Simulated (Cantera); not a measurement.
A Cantera script and its output.

```python
import numpy as np
import cantera as ct

gas = ct.Solution("gri30.yaml")
gas.TPX = 375, 13332, {'CH4': 0.77, 'C2H6': 0.2, 'O2': 2.08, 'N2': 7.81}
flame = ct.FreeFlame(gas, width=0.16)
flame.set_refine_criteria(ratio=3, slope=0.08, curve=0.16)
flame.transport_model = "mixture-averaged"
flame.solve(loglevel=0, auto=True)
z, T = flame.grid, flame.T
thick = (T[-1] - T[0]) / np.gradient(T, z).max()
show = ['CH4', 'C2H6', 'O2', 'CO2', 'NO2', 'N2O']
print(f"laminar burning velocity  {flame.velocity[0] * 100:.3f} cm/s")
print(f"burnt temperature         {T[-1]:.1f} K")
print(f"thermal thickness         {thick * 1e3:.4f} mm")
print(f"grid points               {len(z)}")
z0 = z[flame.heat_release_rate.argmax()]
print(f"{'z/mm':>9s}{'T/K':>9s}{'u/(m/s)':>9s}" + "".join(f"{s:>11s}" for s in show))
rows = []
for k in (-3, -2, -1.5, -1, -0.5, -0.25, 0, 0.25, 0.5, 1, 2, 4, 8):
    zz = z0 + k * thick
    rows.append([k * thick, np.interp(zz, z, T), np.interp(zz, z, flame.velocity),
                 *(np.interp(zz, z, flame.X[gas.species_index(s)]) for s in show)])
    print(f"{rows[-1][0] * 1e3:9.3f}{rows[-1][1]:9.1f}{rows[-1][2]:9.3f}" + "".join(f"{x:11.3e}" for x in rows[-1][3:]))
```

Output:

```
laminar burning velocity  81.966 cm/s
burnt temperature         2231.0 K
thermal thickness         2.1911 mm
grid points               167
     z/mm      T/K  u/(m/s)        CH4       C2H6         O2        CO2        NO2        N2O
   -6.573    375.0    0.820  7.086e-02  1.841e-02  1.914e-01  5.777e-09  3.245e-12  1.352e-15
   -4.382    375.4    0.822  7.072e-02  1.838e-02  1.911e-01  2.601e-07  1.147e-10  6.370e-14
   -3.287    378.2    0.830  7.040e-02  1.833e-02  1.904e-01  3.278e-06  1.185e-09  8.159e-13
   -2.191    420.0    0.929  6.836e-02  1.806e-02  1.869e-01  1.152e-04  1.826e-08  2.957e-11
   -1.096    836.1    1.892  5.167e-02  1.412e-02  1.554e-01  3.292e-03  1.225e-08  8.780e-10
   -0.548   1274.7    2.935  3.071e-02  6.249e-03  1.132e-01  9.815e-03  7.811e-09  2.695e-09
    0.000   1670.2    3.897  8.852e-03  4.198e-04  6.407e-02  2.092e-02  3.181e-09  6.060e-09
    0.548   1833.8    4.289  9.304e-04  2.125e-06  3.417e-02  3.377e-02  5.165e-10  9.274e-09
    1.096   1867.9    4.358  4.943e-05  2.288e-09  2.265e-02  4.451e-02  2.922e-10  1.096e-08
    2.191   1888.4    4.385  1.265e-07  1.544e-14  1.701e-02  5.628e-02  3.102e-10  1.111e-08
    4.382   1909.3    4.418  2.207e-11  2.575e-20  1.521e-02  6.241e-02  3.359e-10  1.071e-08
    8.765   1937.7    4.473  2.433e-15  7.387e-25  1.423e-02  6.400e-02  4.057e-10  1.085e-08
   17.529   1980.4    4.558  3.597e-17  7.356e-30  1.294e-02  6.513e-02  5.716e-10  1.141e-08
```

Model: GRI-Mech 3.0 (53 species, 325 reactions), integrated in Cantera. Burning velocities carry a grid error of a few per cent, more on coarse grids.
